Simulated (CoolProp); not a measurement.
Vapour-liquid equilibrium of n-heptane (1) + m-xylene (2) at 0.0653 MPa; x and y are mole fractions of (1).

Model: multi-fluid Helmholtz-energy mixture model, Span 2003 and Zhou 2012; pair parameters Bell 2016, in CoolProp.

| x | bubble temperature (K) | y at the bubble point | dew temperature at overall composition x (K) | liquid density (mol/L) |
|---|---|---|---|---|
| 0.05 | 391.9 | 0.168 | 395.2 | 7.224 |
| 0.125 | 386.3 | 0.349 | 393.2 | 7.162 |
| 0.2 | 381.7 | 0.478 | 391.0 | 7.092 |
| 0.275 | 378.0 | 0.575 | 388.7 | 7.017 |
| 0.35 | 374.8 | 0.651 | 386.3 | 6.940 |
| 0.425 | 372.0 | 0.713 | 383.7 | 6.861 |
| 0.5 | 369.6 | 0.766 | 380.9 | 6.781 |
| 0.575 | 367.4 | 0.811 | 378.0 | 6.702 |
| 0.65 | 365.3 | 0.851 | 374.9 | 6.622 |
| 0.725 | 363.4 | 0.888 | 371.5 | 6.544 |
| 0.8 | 361.6 | 0.921 | 367.9 | 6.466 |
| 0.875 | 359.9 | 0.952 | 364.1 | 6.389 |
| 0.95 | 358.3 | 0.982 | 360.1 | 6.313 |

No azeotrope shows between x = 0.05 and 0.95.

The pair parameters rest on a limited set of measurements; away from them the model extrapolates.
